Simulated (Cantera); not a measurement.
An adiabatic, constant-volume homogeneous reactor starts with C3H8 : O2 : N2 : H2O = 1 : 6.67 : 25.1 : 8 (molar parts), equivalence ratio 0.75, at 1025 K and 1.00 bar. Integrator tolerance rtol = 1e-08.

Computed with Cantera and GRI-Mech 3.0 (53 species, 325 reactions). GRI-Mech 3.0 was tuned for natural gas; its chemistry of propane as a main component is partial and can be far from experiment.

Q: What does this change do: initial temperature 1025 to 1175 K?

A: 
```csv
quantity,before,after
time of steepest temperature rise,0.345 s,11.7 ms
temperature at 1.00 s,2396 K,2470 K
equilibrium temperature,2396 K,2470 K
x(C3H8) at 1.00 s,<1e-12 (gas-phase equilibrium <1e-12),<1e-12 (gas-phase equilibrium <1e-12)
x(O2) at 1.00 s,0.0375 (gas-phase equilibrium 0.0375),0.0380 (gas-phase equilibrium 0.0380)
x(H2O) at 1.00 s,0.277 (gas-phase equilibrium 0.277),0.273 (gas-phase equilibrium 0.273)
x(CH2) at 1.00 s,<1e-12 (gas-phase equilibrium <1e-12),<1e-12 (gas-phase equilibrium <1e-12)
x(OH) at 1.00 s,0.00896 (gas-phase equilibrium 0.00896),0.0117 (gas-phase equilibrium 0.0117)
x(HCO) at 1.00 s,1.07e-9 (gas-phase equilibrium 1.07e-9),2.38e-9 (gas-phase equilibrium 2.38e-9)
```
